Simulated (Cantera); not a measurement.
CH₂F₂ + HCl (fluorocarbon and chlorocarbon gases)

Feed: 1 mol CH₂F₂, 1.4 mol HCl, at 2.60 Pa.

Method: chemical equilibrium by Gibbs-energy minimisation in Cantera with the NASA 1993 tables (ideal gas, pure condensed phases). Candidate condensed phases: C, C₆H₆, C₇H₈, C₈H₁₈; 118 gas species. Equilibrium is a limit: real reactors are often held back by kinetics, nucleation or transport.

| T (K) | log p HF | log p H | log p HCl | log p Cl | log p F | log p C | log p H₂ | log p C₃ | n C(graphite) |
|---|---|---|---|---|---|---|---|---|---|
| 1223 | -4.82 | -10.48 | -4.97 | -7.61 | -13.01 | <-16 | -7.91 | <-16 | 1.00 |
| 1423 | -4.82 | -8.69 | -4.98 | -6.73 | -11.29 | <-16 | -7.03 | <-16 | 1.00 |
| 1623 | -4.82 | -7.36 | -5.01 | -6.08 | -9.99 | -14.87 | -6.40 | -15.55 | 1.000 |
| 1823 | -4.84 | -6.36 | -5.12 | -5.60 | -8.94 | -12.33 | -5.99 | -12.64 | 1.000 |
| 2023 | -4.88 | -5.65 | -5.38 | -5.30 | -8.02 | -10.30 | -5.86 | -10.31 | 1.000 |
| 2223 | -4.94 | -5.26 | -5.90 | -5.16 | -7.10 | -8.64 | -6.13 | -8.42 | 0.996 |
| 2423 | -5.00 | -5.12 | -6.62 | -5.14 | -6.15 | -7.25 | -6.74 | -6.84 | 0.897 |
| 2623 | -5.25 | -5.04 | -7.35 | -5.22 | -5.51 | -6.23 | -7.32 | -5.95 | 0 |
| 2823 | -5.76 | -4.97 | -7.98 | -5.28 | -5.25 | -5.73 | -7.83 | -6.35 | 0 |
| 3023 | -6.41 | -4.95 | -8.56 | -5.32 | -5.19 | -5.52 | -8.36 | -7.35 | 0 |
log p: log10 of the partial pressure in bar; n: condensed amount in mol.

From 1223 K to 2423 K the condensed part is C(graphite). From 2623 K to 3023 K nothing is condensed.
